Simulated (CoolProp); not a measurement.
Carbonyl sulfide at 257.76 K and 1.86 MPa is throttled through a valve to 0.995 MPa with no heat exchange. Each further row changes one setting.

Values from CoolProp's reference Helmholtz-energy equation of state, Lemmon 2006. It is a short technical equation, of lower accuracy than the large ones.

```
case                       temperature change (K)  final phase  final density (kg/m³)
-------------------------  ----------------------  -----------  ---------------------
as stated                                    +0.3       liquid                   1100
outlet pressure 0.298 MPa                       …            …                      …
outlet pressure 1.29 MPa                        …       liquid                   1100
```

**Question.** Fill in the missing entries.

**Answer.** 
- outlet pressure 0.298 MPa, temperature change (K): -8.4
- outlet pressure 0.298 MPa, final phase: two-phase, vapour fraction 0.038
- outlet pressure 0.298 MPa, final density (kg/m³): 201
- outlet pressure 1.29 MPa, temperature change (K): +0.2
